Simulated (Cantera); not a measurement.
Charge: 1 mol C, 1.2 mol O2, 4.1 mol H2, 0.98 mol NH3, equilibrated at 2400 K and 10.0 mbar.

Equilibrium computed with Cantera from the NASA thermochemical tables; the gas is ideal and each condensed phase is pure. Candidate condensed phases: C, C6H6, C7H8, C8H18, H2O; 136 gas species. Equilibrium is a limit: real reactors are often held back by kinetics, nucleation or transport.

Base state: H2 0.510, H2O 0.171, CO 0.126, H 0.114, N2 0.0651, CO2 0.00712, OH 0.00698, O 0.00104 (mole fractions); condensed: gas only.

Q: What changes in the equilibrium state with this change: pressure from 10.0 mbar to 0.100 bar?

A: 
| species | before | after |
|---|---|---|
| H2 | 0.510 | 0.568 |
| H2O | 0.171 | 0.185 |
| CO | 0.126 | 0.132 |
| H | 0.114 | 0.0379 |
| N2 | 0.0651 | 0.0680 |
| O2 | 0.000144 | 1.36e-5 |
| O | 0.00104 | 0.000101 |
| NO | 0.000144 | 4.53e-5 |
| OH | 0.00698 | 0.00226 |
